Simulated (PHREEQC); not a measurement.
AlCl3 is added in steps, without added water, to 1 kg of water holding 0.25 mol/kgw HCl and 0.00083 mol/kgw MnSO4, at 50 °C. No oxygen is let in. CO2 is held at log p = -3.4 (atm). The run lets Rhodochrosite, Al(OH)3(a), Pyrochroite precipitate or redissolve, and no other solid.

Base run: PHREEQC, ion-association model, phreeqc.dat. Each further column changes one thing. The table gives MnCl3- (mol/kgw).

```json
[
 {"AlCl3 added (mol)": "0", "base": "6.45e-7", "HCl replaced by CuCl2 at the same molality": "1.45e-6", "diluted 100-fold with water": "4.47e-14", "MnSO4 from 0.00083 to 0.000913 mol/kgw": "7.09e-7", "no solid may form": "6.45e-7"},
 {"AlCl3 added (mol)": "0.09375", "base": "2.98e-6", "HCl replaced by CuCl2 at the same molality": "4.36e-6", "diluted 100-fold with water": "6.31e-9", "MnSO4 from 0.00083 to 0.000913 mol/kgw": "3.28e-6", "no solid may form": "2.98e-6"},
 {"AlCl3 added (mol)": "0.1875", "base": "7.61e-6", "HCl replaced by CuCl2 at the same molality": "9.42e-6", "diluted 100-fold with water": "3.13e-8", "MnSO4 from 0.00083 to 0.000913 mol/kgw": "8.37e-6", "no solid may form": "7.61e-6"},
 {"AlCl3 added (mol)": "0.2812", "base": "1.49e-5", "HCl replaced by CuCl2 at the same molality": "1.70e-5", "diluted 100-fold with water": "8.03e-8", "MnSO4 from 0.00083 to 0.000913 mol/kgw": "1.64e-5", "no solid may form": "1.49e-5"},
 {"AlCl3 added (mol)": "0.375", "base": "2.52e-5", "HCl replaced by CuCl2 at the same molality": "2.75e-5", "diluted 100-fold with water": "1.57e-7", "MnSO4 from 0.00083 to 0.000913 mol/kgw": "2.77e-5", "no solid may form": "2.52e-5"},
 {"AlCl3 added (mol)": "0.4688", "base": "3.87e-5", "HCl replaced by CuCl2 at the same molality": "4.10e-5", "diluted 100-fold with water": "2.65e-7", "MnSO4 from 0.00083 to 0.000913 mol/kgw": "4.26e-5", "no solid may form": "3.87e-5"},
 {"AlCl3 added (mol)": "0.5625", "base": "5.55e-5", "HCl replaced by CuCl2 at the same molality": "5.79e-5", "diluted 100-fold with water": "4.06e-7", "MnSO4 from 0.00083 to 0.000913 mol/kgw": "6.11e-5", "no solid may form": "5.55e-5"},
 {"AlCl3 added (mol)": "0.6562", "base": "7.58e-5", "HCl replaced by CuCl2 at the same molality": "7.80e-5", "diluted 100-fold with water": "5.82e-7", "MnSO4 from 0.00083 to 0.000913 mol/kgw": "8.34e-5", "no solid may form": "7.58e-5"},
 {"AlCl3 added (mol)": "0.75", "base": "9.94e-5", "HCl replaced by CuCl2 at the same molality": "0.000101", "diluted 100-fold with water": "7.92e-7", "MnSO4 from 0.00083 to 0.000913 mol/kgw": "0.000109", "no solid may form": "9.94e-5"}
]
```

The ionic strength passes 0.7 mol/kgw, the rough limit of the ion-association models, in part of: base; HCl replaced by CuCl2 at the same molality; diluted 100-fold with water; MnSO4 from 0.00083 to 0.000913 mol/kgw; no solid may form. Constants without temperature data keep their 25 °C values here.
